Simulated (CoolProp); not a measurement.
Vapour-liquid equilibrium of benzene (1) + ethylbenzene (2) at 0.771 MPa; x and y are mole fractions of (1).

The numbers come from the multi-fluid Helmholtz-energy mixture model, Thol 2012 and Zhou 2012; pair parameters Bell 2016 in CoolProp.

| x | bubble temperature, mixture model (K) | bubble temperature, Raoult's law (K) | y, mixture model | y, Raoult's law |
|---|---|---|---|---|
| 0.05 | ? | 499.7 | ? | 0.140 |
| 0.2 | 488.6 | 484.5 | 0.371 | 0.446 |
| 0.35 | ? | 472.2 | 0.577 | 0.643 |
| 0.5 | ? | 462.0 | ? | 0.775 |
| 0.65 | ? | 453.3 | 0.846 | 0.869 |
| 0.8 | ? | 445.9 | 0.928 | 0.936 |
| 0.95 | 439.8 | 439.4 | 0.985 | 0.986 |

Some entries are withheld; supply them.


- 0.05, bubble temperature, mixture model (K): 501.2
- 0.05, y, mixture model: 0.104
- 0.35, bubble temperature, mixture model (K): 476.9
- 0.5, bubble temperature, mixture model (K): 466.1
- 0.5, y, mixture model: 0.732
- 0.65, bubble temperature, mixture model (K): 456.3
- 0.8, bubble temperature, mixture model (K): 447.5

The largest gap from Raoult's law is +4.7 K in bubble temperature, at x = 0.35. No azeotrope shows between x = 0.05 and 0.95.

The pair parameters rest on a limited set of measurements; away from them the model extrapolates.
